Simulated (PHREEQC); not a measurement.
Dissolve 7.1 mol KOH, 0.019 mol Na2SO4 and 0.13 mol NaCl per kg of water at 25 °C. Closed to the air; pH follows from the charge balance.

Model: Pitzer model, pitzer.dat, run in PHREEQC.

Task: The ionic strength comes out as 7.29 mol/kgw. What activity coefficients do K+, OH-, Cl-, SO4-2, Na+ get?

Result: K+ 1.2, OH- 7.9, Cl- 0.64, SO4-2 0.0051, Na+ 0.54. Single-ion values are on the MacInnes scale.

This is a speciation only: nothing precipitates in the calculation. In brines, pH and single-ion activities rest on the MacInnes convention.
